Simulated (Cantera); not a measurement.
Gas mixture: 77.8 % NO, 22.2 % N2O, at 91000 Pa, frozen composition.

Cantera's kinetic-theory transport with the Lennard-Jones parameters of GRI-Mech 3.0, ideal gas; thermal conductivity in the multicomponent form.

One state of this run: ρ (kg/m³) = 0.403; cp (J/kg/K) = 1147; μ (µPa s) = 39.4; λ (mW/m/K) = 62.9; Pr = 0.718; D (cm²/s) CH4 = 1.56; D (cm²/s) O = 2.20; D (cm²/s) H2O = 1.80. D: mixture-averaged diffusion coefficient of that species in the mixture.

Question: Which value of T (K) does it belong to?
A) 800
B) 900
C) 400
D) 700

Answer: B, 900
